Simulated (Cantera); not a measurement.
Oxide etching and cleaning by halides: CuO + F₂

Input: 1 mol CuO, a varied amount of F₂, held at 1900 K and 13300 Pa.

Equilibrium computed with Cantera from the NASA thermochemical tables; the gas is ideal and each condensed phase is pure. Candidate condensed phases: Cu, CuF₂, CuO, Cu₂O; 13 gas species. The numbers say what is thermodynamically allowed, not how fast it happens.

From 0.62 mol F₂ to 2.6 mol F₂ nothing is condensed. The main Cu-bearing gas is CuF at 0.62 mol F₂ and CuF₂ at 2.6 mol F₂.

```json
[
 {"n(F₂) (mol)": "0.62", "log p F": "-3.30", "log p CuF": "-1.17", "log p CuF₂": "-1.68", "log p O₂": "-1.35", "log p Cu": "-4.18", "log p F₂": "-8.70", "log p O": "-4.20"},
 {"n(F₂) (mol)": "0.9", "log p F": "-2.32", "log p CuF": "-1.66", "log p CuF₂": "-1.20", "log p O₂": "-1.37", "log p Cu": "-5.64", "log p F₂": "-6.74", "log p O": "-4.21"},
 {"n(F₂) (mol)": "1.2", "log p F": "-1.51", "log p CuF": "-2.46", "log p CuF₂": "-1.19", "log p O₂": "-1.47", "log p Cu": "-7.25", "log p F₂": "-5.12", "log p O": "-4.26"},
 {"n(F₂) (mol)": "1.5", "log p F": "-1.27", "log p CuF": "-2.81", "log p CuF₂": "-1.29", "log p O₂": "-1.58", "log p Cu": "-7.85", "log p F₂": "-4.63", "log p O": "-4.32"},
 {"n(F₂) (mol)": "1.7", "log p F": "-1.19", "log p CuF": "-2.95", "log p CuF₂": "-1.35", "log p O₂": "-1.64", "log p Cu": "-8.07", "log p F₂": "-4.48", "log p O": "-4.35"},
 {"n(F₂) (mol)": "2", "log p F": "-1.12", "log p CuF": "-3.10", "log p CuF₂": "-1.43", "log p O₂": "-1.72", "log p Cu": "-8.29", "log p F₂": "-4.33", "log p O": "-4.39"},
 {"n(F₂) (mol)": "2.3", "log p F": "-1.07", "log p CuF": "-3.21", "log p CuF₂": "-1.50", "log p O₂": "-1.79", "log p Cu": "-8.44", "log p F₂": "-4.24", "log p O": "-4.42"},
 {"n(F₂) (mol)": "2.6", "log p F": "-1.04", "log p CuF": "-3.30", "log p CuF₂": "-1.56", "log p O₂": "-1.85", "log p Cu": "-8.56", "log p F₂": "-4.18", "log p O": "-4.45"}
]
```
log p: log10 of the partial pressure in bar; nothing condenses.
